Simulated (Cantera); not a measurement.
A Cantera script and its output.

```python
import numpy as np
import cantera as ct

gas = ct.Solution("gri30.yaml")
gas.TPX = 1375, 430000, {'CH3OH': 0.0034, 'O2': 0.033, 'N2': 1}
reactor = ct.IdealGasConstPressureReactor(gas, energy="off", clone=False)
net = ct.ReactorNet([reactor])
net.rtol, net.atol = 1e-08, 1e-18
show = ['CH3OH', 'O2', 'HCN', 'N2O', 'C2H2', 'HCO']
times = np.geomspace(0.0008, 20, 10)

steps = ct.SolutionArray(gas, extra=["t"])
rows = []
print(f"{'t/s':>10s}{'T/K':>9s}{'P/Pa':>11s}" + "".join(f"{s:>11s}" for s in show))
for t in times:
    while net.time < t:
        t_next = net.step()
        steps.append(gas.state, t=t_next)
    rows.append([np.interp(t, steps.t, y) for y in (steps.T, steps.P, *steps(*show).X.T)])
    print(f"{t:10.3e}{rows[-1][0]:9.1f}{rows[-1][1]:11.4g}" + "".join(f"{x:11.3e}" for x in rows[-1][2:]))
rate = np.gradient(steps.T, steps.t)
print("integrator steps:", len(steps.t))
if steps.T.max() > steps.T[0] + 200:
    print(f"time of steepest temperature rise: {steps.t[rate.argmax()]:.4e} s")
gas.TPX = 1375, 430000, {'CH3OH': 0.0034, 'O2': 0.033, 'N2': 1}
gas.equilibrate("TP")
print(f"equilibrium (TP): T = {gas.T:.1f} K  " + "  ".join(f"{s} {gas[s].X[0]:.3e}" for s in show))
```

Output:

```
       t/s      T/K       P/Pa      CH3OH         O2        HCN        N2O       C2H2        HCO
 8.000e-04   1375.0    4.3e+05  2.620e-10  2.806e-02  5.424e-12  2.904e-07  6.494e-14  5.262e-10
 2.465e-03   1375.0    4.3e+05  8.943e-19  2.720e-02  2.650e-13  1.356e-06  9.612e-20  6.632e-12
 7.593e-03   1375.0    4.3e+05 -1.032e-18  2.692e-02  3.233e-14  1.798e-06  1.909e-21  8.491e-14
 2.339e-02   1375.0    4.3e+05  4.015e-20  2.688e-02  8.391e-15  1.541e-06  3.268e-22  3.875e-16
 7.207e-02   1375.0    4.3e+05  2.437e-20  2.687e-02  2.719e-15  6.637e-07  8.204e-23  1.552e-18
 2.220e-01   1375.0    4.3e+05 -1.994e-22  2.688e-02  5.117e-16  7.334e-08  4.295e-23  1.351e-20
 6.840e-01   1375.0    4.3e+05  1.201e-24  2.688e-02  3.075e-17  3.669e-08  3.876e-23  9.370e-21
 2.107e+00   1375.0    4.3e+05  1.153e-24  2.688e-02  2.151e-17  3.668e-08  3.126e-23  9.369e-21
 6.492e+00   1375.0    4.3e+05  1.018e-24  2.688e-02  1.236e-17  3.668e-08  1.612e-23  9.369e-21
 2.000e+01   1375.0    4.3e+05  6.947e-25  2.688e-02  2.308e-18  3.668e-08  2.129e-24  9.369e-21
integrator steps: 1896
equilibrium (TP): T = 1375.0 K  CH3OH 3.591e-33  O2 2.675e-02  HCN 4.824e-24  N2O 3.662e-08  C2H2 1.255e-46  HCO 9.403e-21
```

Cantera simulation using GRI-Mech 3.0 (53 species, 325 reactions); the numbers are that mechanism's predictions, not measurements. GRI-Mech 3.0 was tuned for natural gas; its chemistry of methanol as a main component is partial and can be far from experiment.
